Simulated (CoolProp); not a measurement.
p-xylene at several states: fugacity coefficient from the reference equation and from simpler models built on Tc = 343.0 °C, pc = 3532 kPa, ω = 0.324; each cubic takes its own stable root.

Computed with CoolProp (reference Helmholtz-energy equation of state, Zhou 2012).

| T (°C) | p (kPa) | phase | reference |
|---|---|---|---|
| 171.55 | 1120 | liquid | 0.1953 |
| 286.35 | 1100 | gas | 0.8419 |
| 164.75 | 1780 | liquid | 0.1091 |
| 331.95 | 254 | gas | 0.9713 |
| 55.55 | 7080 | liquid | 0.001098 |

Question: How far does each simpler model (van der Waals, Redlich-Kwong, Soave-Redlich-Kwong, Peng-Robinson) lie from the reference over these 5 states: mean and median of the absolute difference, and the worst?

Answer: 
- van der Waals: mean 721.9 %, median 227.8 %, worst +3114.0 % at 55.55 °C and 7080 kPa
- Redlich-Kwong: mean 80.5 %, median 70.4 %, worst +252.7 % at 55.55 °C and 7080 kPa
- Soave-Redlich-Kwong: mean 1.6 %, median 1.6 %, worst +2.6 % at 164.75 °C and 1780 kPa
- Peng-Robinson: mean 0.6 %, median 0.8 %, worst +1.1 % at 171.55 °C and 1120 kPa
